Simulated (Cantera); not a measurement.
# Equilibrium for silicon etching in halogen gases: Si + HCl

Input: 1 mol Si, a varied amount of HCl, held at 450 °C and 12.0 Pa.

These are equilibrium values from Cantera (NASA tables, ideal gas, pure condensed phases), not measurements of a reactor. Candidate condensed phases: Si; 19 gas species. The tables' values for SiCl₃ are old estimates; treat these amounts as uncertain. The numbers say what is thermodynamically allowed, not how fast it happens.

From 1.7 mol HCl to 3.2 mol HCl the condensed part is Si(s). From 4.5 mol HCl to 16 mol HCl nothing is condensed. The main Si-bearing gas is SiCl₄ throughout.

```csv
n(HCl) (mol),log p HCl,log p H₂,log p SiCl₄,log p SiHCl₃,log p SiCl₃,log p SiH₂Cl₂,n Si(s)
1.7,-6.24,-4.10,-4.41,-5.80,-7.65,-8.34,0.572
2.3,-6.24,-4.10,-4.41,-5.80,-7.65,-8.34,0.421
3.2,-6.24,-4.10,-4.41,-5.80,-7.65,-8.34,0.195
4.5,-4.76,-4.16,-4.47,-7.39,-9.21,-11.47,0
6.2,-4.29,-4.34,-4.64,-8.20,-9.94,-12.93,0
8.6,-4.14,-4.50,-4.80,-8.69,-10.34,-13.73,0
12,-4.06,-4.66,-4.96,-9.09,-10.66,-14.37,0
16,-4.02,-4.80,-5.10,-9.40,-10.91,-14.86,0
```
log p: log10 of the partial pressure in bar; n: condensed amount in mol.
